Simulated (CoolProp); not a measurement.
Vapour-liquid equilibrium of R22 (1) + R134a (2) at 33.55 °C; x and y are mole fractions of (1).

Values from CoolProp's multi-fluid Helmholtz-energy mixture model, Kamei 1995 and Tillner-Roth 1994; pair parameters Bell 2016.

```tsv
x	bubble pressure (MPa)	y at the bubble point	dew pressure at overall composition x (MPa)	liquid density (mol/L)
0.05	0.8804	0.074	0.8710	11.57
0.2	0.9613	0.269	0.9316	11.79
0.35	1.036	0.435	0.9969	12.04
0.5	1.105	0.581	1.066	12.30
0.65	1.169	0.715	1.138	12.59
0.8	1.230	0.840	1.211	12.91
0.95	1.287	0.960	1.283	13.25
```

No azeotrope shows between x = 0.05 and 0.95.

The pair parameters rest on a limited set of measurements; away from them the model extrapolates.
